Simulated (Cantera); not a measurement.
## Adiabatic ignition

An adiabatic, constant-pressure homogeneous reactor starts with 4.70 % C3H8, 25.8 % O2, 69.5 % N2, at 1600 K and 26.0 bar.

Computed with Cantera and GRI-Mech 3.0 (53 species, 325 reactions). GRI-Mech 3.0 was tuned for natural gas; its chemistry of propane as a main component is partial and can be far from experiment. The pressure lies above the range GRI-Mech 3.0 was tuned for (to about 10 atm). Above 3000 K some thermodynamic fits are extrapolated.

| t (s) | T (K) | x C3H8 | x O2 | x NO | x C2H4 | x H |
|---|---|---|---|---|---|---|
| 8.00e-6 | 3167 | <1e-12 | 0.0397 | 0.00303 | <1e-12 | 0.00533 |
| 2.46e-5 | 3155 | <1e-12 | 0.0359 | 0.0121 | <1e-12 | 0.00518 |
| 7.59e-5 | 3145 | <1e-12 | 0.0330 | 0.0193 | <1e-12 | 0.00507 |
| 0.000234 | 3144 | <1e-12 | 0.0328 | 0.0199 | <1e-12 | 0.00506 |
| 0.000721 | 3144 | <1e-12 | 0.0328 | 0.0199 | <1e-12 | 0.00506 |
| 0.00222 | 3144 | <1e-12 | 0.0328 | 0.0199 | <1e-12 | 0.00506 |
| 0.00684 | 3144 | <1e-12 | 0.0328 | 0.0199 | <1e-12 | 0.00506 |
| 0.0211 | 3144 | <1e-12 | 0.0328 | 0.0199 | <1e-12 | 0.00506 |
| 0.0649 | 3144 | <1e-12 | 0.0328 | 0.0199 | <1e-12 | 0.00506 |
| 0.200 | 3144 | <1e-12 | 0.0328 | 0.0199 | <1e-12 | 0.00506 |
x: mole fraction; the columns are a selection and need not sum to one.

| Item | Result |
|---|---|
| time of steepest temperature rise | 3.84 µs |
| temperature at 0.200 s | 3144 K |
| equilibrium temperature | 3144 K |
| x(C3H8) at 0.200 s | <1e-12 (gas-phase equilibrium <1e-12) |
| x(O2) at 0.200 s | 0.0328 (gas-phase equilibrium 0.0328) |
| x(NO) at 0.200 s | 0.0199 (gas-phase equilibrium 0.0199) |
